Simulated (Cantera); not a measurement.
Standard-state values (1 bar) from the NASA 1993 polynomials, evaluated with Cantera. Values are per mole of reaction as written; species without (g) are pure solids or liquids, kept so even where they would boil at 1 bar.

4 Cr2N + O2(g) → 2 N2O(g) + 8 Cr, with ΔH° = 665.3 kJ and ΔS° = 163.9 J/K at 300 K.

Q: How far is the shortcut ΔG° ≈ ΔH°(300 K) − T·ΔS°(300 K) from the full temperature-dependent value at 425, 525, 625, 725, 825 K?

A: 
```json
[
 {"T (K)": "425", "shortcut (kJ)": "595.6", "full (kJ)": "596.3", "difference (kJ)": "-0.7", "difference in log10 K": "0.09"},
 {"T (K)": "525", "shortcut (kJ)": "579.2", "full (kJ)": "581.5", "difference (kJ)": "-2.3", "difference in log10 K": "0.22"},
 {"T (K)": "625", "shortcut (kJ)": "562.8", "full (kJ)": "567.2", "difference (kJ)": "-4.4", "difference in log10 K": "0.37"},
 {"T (K)": "725", "shortcut (kJ)": "546.4", "full (kJ)": "553.5", "difference (kJ)": "-7.1", "difference in log10 K": "0.51"},
 {"T (K)": "825", "shortcut (kJ)": "530.0", "full (kJ)": "540.2", "difference (kJ)": "-10.2", "difference in log10 K": "0.65"}
]
```
The shortcut ignores the heat-capacity change of the reaction.
